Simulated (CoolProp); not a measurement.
Vapour-liquid equilibrium of CH2F2 (R32) (1) + R125 (2) at 0.183 MPa; x and y are mole fractions of (1).

Values from CoolProp's multi-fluid Helmholtz-energy mixture model, Tillner-Roth 1997 and Lemmon 2005; pair parameters Lemmon 2004.

**Question.** Give the bubble temperature and the first vapour's composition at x = 0.45, 0.55, 0.85. Is there an azeotrope?

**Answer.** x = 0.45: 235.0 K, y = 0.503; x = 0.55: 234.6 K, y = 0.594; x = 0.85: 233.8 K, y = 0.855. y crosses x between x = 0.85 and 0.95: the model has an azeotrope there.

Pair parameters are fitted to limited data, so mixtures are less certain than the pure fluids.
